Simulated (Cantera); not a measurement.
A closed system holds: 1 mol Cr, 0.28 mol O2, 0.84 mol N2, held at 2600 K and 1 atm.

These are equilibrium values from Cantera (NASA tables, ideal gas, pure condensed phases), not measurements of a reactor. Candidate condensed phases: Cr, CrN, Cr2N, Cr2O3; 14 gas species. Mutual solubility and eutectic melting of coexisting phases are not modelled. Equilibrium is a limit: real reactors are often held back by kinetics, nucleation or transport.

Base state: N2 0.832, Cr 0.151, CrO 0.0164, CrO2 0.000497, NO 5.60e-5, O 2.12e-5 (mole fractions); condensed: Cr(l) + Cr2O3(s).

Task: What changes in the equilibrium state with this change: pressure from 1 atm to 1950 Torr?

Result: 
| species | before | after |
|---|---|---|
| N2 | 0.832 | 0.934 |
| Cr | 0.151 | 0.0589 |
| CrO | 0.0164 | 0.00639 |
| CrO2 | 0.000497 | 0.000194 |
| O | 2.12e-5 | 8.26e-6 |
| NO | 5.60e-5 | 3.70e-5 |
| Cr(l), mol | 0.469 | 0.572 |
| Cr2O3(s), mol | 0.181 | 0.185 |
